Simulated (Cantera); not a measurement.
Ignition delay

Mixture: 7.74 % CH₄, 0.271 % C₂H₆, 19.3 % O₂, 72.6 % N₂, at 64000 Pa, adiabatic and at constant volume. Ignition delay is the time to a rise of 400 K.

Detailed kinetics in Cantera: GRI-Mech 3.0 (53 species, 325 reactions).

```tsv
T0 (K)	delay (ms)
1225	16.4
1325	4.46
1425	1.34
1525	0.475
1625	0.203
1725	0.104
1825	0.0609
```

The apparent activation energy between 1625 and 1825 K is 150 kJ/mol.
